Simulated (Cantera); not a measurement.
Diamond growth

A diamond (100) surface in a fixed gas of H2 with x(CH4) = 0.012, x(H) = 0.00075, x(CH3) = 4.6e-05, 0.280 bar; coverages are run to steady state.

Computed with Cantera and the Harris–Goodwin 1993 mechanism for the reconstructed diamond (100) surface.

```csv
T (K),growth (µm/h),θ c6HH,θ c6H*,θ c6*H,θ c6**,θ c6HM
900,3.73,0.652,0.00984,0.275,0.00392,0.0478
950,4.89,0.615,0.0134,0.317,0.00589,0.0378
1000,6.01,0.578,0.0174,0.356,0.00835,0.0294
1050,6.70,0.544,0.0219,0.391,0.0112,0.0216
1100,6.39,0.515,0.0267,0.422,0.0144,0.0140
1150,4.95,0.491,0.0317,0.448,0.0176,0.00738
1200,3.29,0.470,0.0366,0.468,0.0205,0.00322
1250,2.19,0.453,0.0413,0.480,0.0231,0.00126
1300,1.64,0.440,0.0457,0.488,0.0250,0.000473
1350,1.38,0.433,0.0497,0.490,0.0264,0.000179
1400,1.15,0.431,0.0534,0.488,0.0273,6.84e-5
```
θ: site fractions in the mechanism's names (c6HH fully hydrogenated, c6H* and c6*H radical sites, c6** diradical, c6HM methylated).
